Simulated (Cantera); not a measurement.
A perfectly stirred reactor is fed with CH4 : CO2 = 1 : 3.5 (molar parts), at 12000 Torr; it is held at 1500 K, and followed from long to short residence time.

Detailed kinetics in Cantera: GRI-Mech 3.0 (53 species, 325 reactions). The pressure lies above the range GRI-Mech 3.0 was tuned for (to about 10 atm).

Problem. What does this change do: CH4 1 to 0.19 parts?

Solution. 
```
quantity                  before     after
----------------------  --------  --------
x(CH4) at τ = 20.0 s      0.0293   0.00198
x(CO2) at τ = 20.0 s       0.287     0.739
x(C2H) at τ = 20.0 s    1.20e-10  5.70e-11
x(C2H6) at τ = 20.0 s    2.76e-5   1.07e-6
x(C2H2) at τ = 20.0 s    0.00452  0.000653
x(CH4) at τ = 75.0 ms      0.146    0.0337
x(CO2) at τ = 75.0 ms      0.671     0.911
x(C2H) at τ = 75.0 ms   7.14e-10  6.78e-10
x(C2H6) at τ = 75.0 ms  0.000437  0.000195
x(C2H2) at τ = 75.0 ms    0.0248   0.00702
```

Problem. What does this change do: pressure from 12000 Torr to 7500 Torr?

Solution. 
```
quantity                  before     after
----------------------  --------  --------
x(CH4) at τ = 20.0 s      0.0293    0.0250
x(CO2) at τ = 20.0 s       0.287     0.283
x(C2H) at τ = 20.0 s    1.20e-10  2.14e-10
x(C2H6) at τ = 20.0 s    2.76e-5   1.83e-5
x(C2H2) at τ = 20.0 s    0.00452   0.00655
x(CH4) at τ = 75.0 ms      0.146     0.154
x(CO2) at τ = 75.0 ms      0.671     0.686
x(C2H) at τ = 75.0 ms   7.14e-10  8.16e-10
x(C2H6) at τ = 75.0 ms  0.000437  0.000462
x(C2H2) at τ = 75.0 ms    0.0248    0.0229
```
